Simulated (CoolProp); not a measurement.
The numbers come from the reference Helmholtz-energy equation of state, Lemmon 2006 in CoolProp. It is a short technical equation, of lower accuracy than the large ones.

### Question
For C2F6 (R116), give the phase and the cp (kJ/(kg K)), Prandtl number at 310.4 K and 0.0311 MPa; 310.4 K and 0.985 MPa.

### Answer
- 310.4 K and 0.0311 MPa: gas; cp 0.791, Prandtl number 0.739
- 310.4 K and 0.985 MPa: gas; cp 0.840, Prandtl number 0.777

Viscosity comes from a separate model (Huber 2003), an estimate that may be off by 10 % or more. Thermal conductivity comes from a separate model (Huber 2003), an estimate that may be off by 10 % or more.
